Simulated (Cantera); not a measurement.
Feed: 1 mol Al(CH3)3, 0.24 mol H2O, 1 mol N2, 0.78 mol N2O, held at 1600 °C and 0.0100 bar.

Method: chemical equilibrium by Gibbs-energy minimisation in Cantera with the NASA 1993 tables (ideal gas, pure condensed phases). The feed counts by its element totals alone. Kinetics and transport are ignored.

```
species             before     after
----------------  --------  --------
H2O                1.92e-7     0.435
H2                   0.663     0.364
CO                   0.144    0.0955
N2                   0.181    0.0732
CO2                1.01e-8    0.0278
Al                 0.00367     <1e-9
HCN                0.00299     <1e-9
OH                   <1e-9  0.000362
C2H2 (acetylene)  0.000207     <1e-9
HNC               0.000133     <1e-9
AlH               0.000113     <1e-9
Al2O               4.45e-5     <1e-9
AlN(s), mol          0.972         0
C(graphite), mol      1.96         0
Al2O3(s), mol            0     0.500
```
Gas species are given as mole fractions.

**Question.** Name the change that produced these shifts.
(A) temperature from 1600 °C to 1425 °C
(B) temperature from 1600 °C to 1350 °C
(C) pressure from 0.0100 bar to 0.00460 bar
(D) H2O from 0.24 to 15 mol

**Answer.** D, H2O from 0.24 to 15 mol
